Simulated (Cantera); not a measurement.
Input: 1 mol borazine, 0.44 mol O2.

Equilibrium computed with Cantera from the NASA thermochemical tables; the gas is ideal and each condensed phase is pure. Candidate condensed phases: B, BN, B2O3, B3O3H3, H2O; 39 gas species. The feed counts by its element totals alone. Mutual solubility and eutectic melting of coexisting phases are not modelled. Equilibrium is a limit: real reactors are often held back by kinetics, nucleation or transport.

Stable condensed phases, one row left out:

```
T in K \ P in Pa
             10     37    140    520   1900   7200  27000 100000
   2175       A      A      A      B      C      C      C      C
   2100       A      A      A      C      C      C      C      C
   2025       A      A      B      C      C      C      C      C
   1950       A      B      C      C      C      C      C      D
   1875       B      C      C      C      C      C      D      D
   1800       C      C      C      C      C      C      D      D
   1725       C      C      C      C      C      D      D      D
   1575       C      C      C      D      D      D      D      D
   1500       C      C      D      D      D      D      D      D
   1425       D      D      D      D      D      D      D      D
   1350       D      D      D      D      D      D      D      D
   1275       D      D      D      D      D      D      D      D
   1200       D      D      D      D      D      D      D      D
```

A: B; B: B + BN; C: BN; D: BN + B2O3.

### Question
Give the row for 1650 K.

### Answer
10: BN; 37: BN; 140: BN; 520: BN; 1900: BN + B2O3; 7200: BN + B2O3; 27000: BN + B2O3; 100000: BN + B2O3.
